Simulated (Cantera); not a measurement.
Feed: 1 mol CH₃OH, 0.047 mol CO₂, 84 mol H₂, at 775 K and 9.60 bar.

Method: chemical equilibrium by Gibbs-energy minimisation in Cantera with the NASA 1993 tables (ideal gas, pure condensed phases). Candidate condensed phases: C, C₆H₆, C₇H₈, C₈H₁₈, H₂O; 110 gas species. Equilibrium is a limit: real reactors are often held back by kinetics, nucleation or transport.

Base state: H₂ 0.975, H₂O 0.0129, CH₄ 0.0123 (mole fractions); condensed: gas only.

Q: What changes in the equilibrium state with this change: temperature from 775 K to 1323 K?

A: 
```
species   before    after
-------  -------  -------
H₂         0.975    0.982
CO       2.01e-8  0.00691
H₂O       0.0129  0.00575
CH₄       0.0123  0.00523
CO₂      1.34e-9  2.18e-5
```
